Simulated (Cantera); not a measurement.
## Thermal oxidation and active oxidation of silicon: Si + N2O + H2

Charge: 1 mol Si, 0.028 mol N2O, 270 mol H2, at 0.480 Pa.

Cantera equilibrium calculation (NASA polynomials, part measured and part estimated; ideal gas, pure solids and liquids). Candidate condensed phases: H2O, Si, SiO2, Si2N2O, Si3N4; 35 gas species. Rates play no part.

```
T (K)  log p H2  log p H  log p Si  log p SiO  log p N2  log p SiH  log p Si2  log p SiH2
-----  --------  -------  --------  ---------  --------  ---------  ---------  ----------
1673      -5.34    -6.62     -7.78      -9.32     -9.32     -10.22     -11.59      -11.70
1748      -5.37    -6.32     -7.79      -9.33     -9.33     -10.35     -12.03      -12.00
1823      -5.41    -6.07     -7.81      -9.35     -9.35     -10.48     -12.45      -12.31
1898      -5.47    -5.84     -7.83      -9.37     -9.37     -10.63     -12.86      -12.64
1973      -5.58    -5.66     -7.88      -9.42     -9.42     -10.81     -13.26      -13.00
2048      -5.75    -5.52     -7.93      -9.47     -9.47     -11.02     -13.67      -13.41
2123      -5.97    -5.43     -7.98      -9.52     -9.52     -11.25     -14.05      -13.86
2198      -6.24    -5.38     -8.02      -9.56     -9.56     -11.49     -14.39      -14.34
2273      -6.54    -5.35     -8.04      -9.58     -9.58     -11.72     -14.68      -14.83
```
log p: log10 of the partial pressure in bar; nothing condenses.

From 1673 K to 2273 K nothing is condensed. The main Si-bearing gas is Si throughout.
